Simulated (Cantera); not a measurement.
Charge: 1 mol HgO, 0.079 mol H2, held at 0.133 bar.

Method: chemical equilibrium by Gibbs-energy minimisation in Cantera with the NASA 1993 tables (ideal gas, pure condensed phases). Candidate condensed phases: H2O, Hg, HgO; 10 gas species. Equilibrium is a limit: real reactors are often held back by kinetics, nucleation or transport.

Q: At 725 K, list the 3 most abundant gas species with their mole fractions, and the condensed phases.

A: Hg 0.650, O2 0.299, H2O 0.0513. Condensed: gas only.
